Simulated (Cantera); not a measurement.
**Equilibrium for silicon nitride deposition: SiCl₄ + N₂**

Input: 1 mol SiCl₄, 18 mol N₂, equilibrated at 75.0 Torr.

These are equilibrium values from Cantera (NASA tables, ideal gas, pure condensed phases), not measurements of a reactor. Candidate condensed phases: Si, Si₃N₄; 13 gas species. The tables' values for SiCl₃ are old estimates; treat these amounts as uncertain. The numbers say what is thermodynamically allowed, not how fast it happens.

From 575 °C to 1475 °C nothing is condensed. The main Si-bearing gas is SiCl₄ throughout.

```
T (°C)   x N₂  x SiCl₄      x Cl   x SiCl₃   x SiCl₂     x Cl₂
------  -----  -------  --------  --------  --------  --------
575     0.947   0.0526   3.72e-9   7.58e-9    <1e-12   1.93e-9
650     0.947   0.0526   4.00e-8   6.57e-8  3.30e-12   1.28e-8
725     0.947   0.0526   2.96e-7   4.19e-7  8.18e-11   6.16e-8
800     0.947   0.0526   1.63e-6   2.09e-6   1.33e-9   2.30e-7
875     0.947   0.0526   7.12e-6   8.51e-6   1.52e-8   7.06e-7
950     0.947   0.0526   2.58e-5   2.93e-5   1.30e-7   1.86e-6
1025    0.947   0.0525   8.05e-5   8.75e-5   8.71e-7   4.36e-6
1100    0.947   0.0524  0.000222  0.000231   4.71e-6   9.30e-6
1175    0.947   0.0520  0.000552  0.000547   2.11e-5   1.84e-5
1250    0.946   0.0513   0.00126   0.00117   7.99e-5   3.44e-5
1325    0.945   0.0499   0.00269   0.00229  0.000260   6.13e-5
1400    0.942   0.0475   0.00536   0.00410  0.000737  0.000104
1475    0.938   0.0436    0.0100   0.00670   0.00184  0.000167
```
x: gas mole fraction; nothing condenses.
